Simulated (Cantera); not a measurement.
A Cantera script and its output.

```python
import numpy as np
import cantera as ct

gas = ct.Solution("gri30.yaml")


def delay(T, t_max=10):
    gas.TPX = T, 500000, {'CH4': 1, 'O2': 3.57, 'N2': 19.3}
    reactor = ct.IdealGasReactor(gas, clone=False)
    net = ct.ReactorNet([reactor])
    net.rtol, net.atol = 1e-8, 1e-16
    while net.time < t_max:
        t_old, T_old = net.time, reactor.T
        net.step()
        if reactor.T > T + 400:  # ignition: a rise of 400 K
            return t_old + (T + 400 - T_old) / (reactor.T - T_old) * (net.time - t_old)
    return np.nan


taus = []
for T in [1275, 1375, 1475, 1575, 1675, 1775]:
    taus.append(delay(T))
    print(f"T0 = {T:6g} K   tau = {taus[-1]:.4e} s")
```

Output:

```
T0 =   1275 K   tau = 3.9928e-03 s
T0 =   1375 K   tau = 1.2681e-03 s
T0 =   1475 K   tau = 4.4692e-04 s
T0 =   1575 K   tau = 1.7502e-04 s
T0 =   1675 K   tau = 7.6618e-05 s
T0 =   1775 K   tau = 3.7397e-05 s
```

Detailed kinetics in Cantera: GRI-Mech 3.0 (53 species, 325 reactions).
